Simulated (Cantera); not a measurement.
Input (Python, Cantera) and output of one run.

```python
import numpy as np
import cantera as ct

gas_names = [...]  # 118 gases of nasa_gas.yaml made of C, Cl, F, H
cond_names = """
    C(gr) C6H6(L) C7H8(L) C8H18(L),n-octa
""".split()


# ... load() reads the species with a 1 bar reference pressure and builds the phases ...
atoms = {
    'CHF3': {'C': 1, 'H': 1, 'F': 3},
    'HCl': {'H': 1, 'CL': 1},
}
top_T = {'C(gr)': 4500}  # K; cautious upper limits of use, not melting points


# ... equilibrate(T, P, feed) seeds the gas with the atoms and calls Mixture.equilibrate('TP', solver="gibbs", rtol=1e-10, max_steps=50000) ...
results = []
T = 3348  # K
P = 92000  # Pa
for m in [0.049, 0.076, 0.12, 0.18, 0.28, 0.44, 0.68, 1.1]:
    feed = {'CHF3': 1, 'HCl': m}  # mol
    mix = equilibrate(T, P, feed)
    results.append((T, P, feed, dict(zip(mix.species_names, mix.species_moles))))

top = {s: max(r[3][s] / sum(r[3][g] for g in gas_names) for r in results) for s in gas_names}
cols = sorted((s for s in top if top[s] > 0.001), key=lambda s: -top[s])[:7]
seen = [c for c in cond_names if any(r[3].get(c, 0) > 1e-12 for r in results)]
print("log10 of partial pressures in bar; condensed amounts in mol")
print(f"{'n(HCl)':>10s}" + "".join(f"{s[:9]:>10s}" for s in cols + seen))
for T, P, feed, n in results:
    ng = sum(n[g] for g in gas_names)
    print(f"{feed['HCl']:10.4g}" + "".join(f"{np.log10(max(n[s] / ng * P / 1e5, 1e-99)):10.3f}" for s in cols)
          + "".join(f"{n.get(c, 0):10.4g}" for c in seen))
```

Result:

```
log10 of partial pressures in bar; condensed amounts in mol
    n(HCl)        HF         F        CL       CF2        CF       HCL        C3     C(gr)
     0.049    -0.447    -0.490    -1.783    -0.868    -1.148    -3.527    -2.069    0.3011
     0.076    -0.442    -0.498    -1.599    -0.885    -1.156    -3.330    -2.069    0.3108
      0.12    -0.435    -0.512    -1.410    -0.912    -1.170    -3.121    -2.069    0.3264
      0.18    -0.425    -0.531    -1.248    -0.950    -1.189    -2.930    -2.069    0.3473
      0.28    -0.411    -0.562    -1.077    -1.013    -1.220    -2.714    -2.069    0.3811
      0.44    -0.392    -0.613    -0.913    -1.115    -1.272    -2.479    -2.069    0.4326
      0.68    -0.369    -0.694    -0.767    -1.276    -1.352    -2.230    -2.069    0.5038
       1.1    -0.341    -0.852    -0.627    -1.593    -1.510    -1.903    -2.069      0.61
```

Equilibrium computed with Cantera from the NASA thermochemical tables; the gas is ideal and each condensed phase is pure. The tables' values for CCl are old estimates; treat these amounts as uncertain. Gases not in the tables: C2F6 and larger saturated fluorocarbons.
